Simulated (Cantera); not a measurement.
A perfectly stirred reactor is fed with H2 : O2 : N2 = 0.84 : 1 : 0.98 (molar parts), at 0.128 atm; it is held at 973 K, and followed from long to short residence time.

Computed with Cantera and the H2/O2 subset of GRI-Mech 3.0, which has no nitrogen chemistry. Radical loss at walls, strong at low pressure, is not modelled. The temperature is held fixed by assumption; the heat of reaction is taken as removed at once.

One state of this run: x H2 = 0.00362; x O2 = 0.243; x OH = 6.18e-5; x HO2 = 3.86e-5; x H2O2 = 8.09e-6; x H2O = 0.346. x: mole fraction; the columns are a selection and need not sum to one.

Which value of τ (s) does it belong to?
(A) 0.19
(B) 0.79
(C) 0.011
(D) 3.2

B, 0.79
